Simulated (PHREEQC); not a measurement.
4.5 g of hydrous ferric oxide (600 m²/g; 0.2 weak and 0.005 strong sites per Fe, Dzombak-Morel constants, diffuse double layer) in 1 kg of water with 0.3 mol/kgw of an inert sodium salt and 0.0099 mol CuSO4, at 25 °C; the pH is set by adding NaOH or the inert anion's acid. Oxygen is held at 0.21 atm. CO2 from the air is kept out. No solid was allowed to form.

The series has 13 steps of pH, from 4 to 10.

All values are PHREEQC results (ion-association model, wateq4f.dat), not measurements.

**Question.** Near which pH is half of the Cu sorbed, and on which side is more sorbed?

**Answer.** Near pH 5.0, with more sorbed at higher pH.

Along this series the solution becomes supersaturated in solids that the run did not let form, among them Cu(OH)2, Brochantite, Antlerite. Complexes and solids missing from the database can't appear. The database's constant for dissolved Cu(OH)2 is higher than later reviews accept.
